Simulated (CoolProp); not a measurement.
Computed with CoolProp (reference Helmholtz-energy equation of state, Wagner 2002).

Task: For water, give the phase and the cp (kJ/(kg K)), cv (kJ/(kg K)), isothermal compressibility (1/MPa), expansivity (1/kK) at 886.5 K and 54.3 MPa.

Result: 
- 886.5 K and 54.3 MPa: supercritical; cp 4.12, cv 2.26, isothermal compressibility 0.0232, expansivity 2.91
